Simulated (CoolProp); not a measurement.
Hydrogen sulfide along the isotherm 155.65 °C: Z from the reference equation and from simpler models built on Tc = 100.0 °C, pc = 89.99 bar, ω = 0.101; each cubic takes its own stable root.

The numbers come from the reference Helmholtz-energy equation of state, Lemmon 2006 in CoolProp. It is a short technical equation, of lower accuracy than the large ones.

```tsv
p (bar)	phase	reference	van der Waals	Soave-Redlich-Kwong
20.5	gas	0.9503	0.9502	0.9490
40.9	gas	0.8976	0.8964	0.8958
61.4	gas	0.8406	0.8369	0.8397
81.8	gas	0.7794	0.7704	0.7809
102	supercritical	0.7140	0.6946	0.7200
123	supercritical	0.6421	0.6034	0.6556
143	supercritical	0.5745	0.5232	0.5984
164	supercritical	0.5160	0.4916	0.5527
184	supercritical	0.4832	0.4961	0.5294
205	supercritical	0.4720	0.5146	0.5228
225	supercritical	0.4754	0.5379	0.5272
```
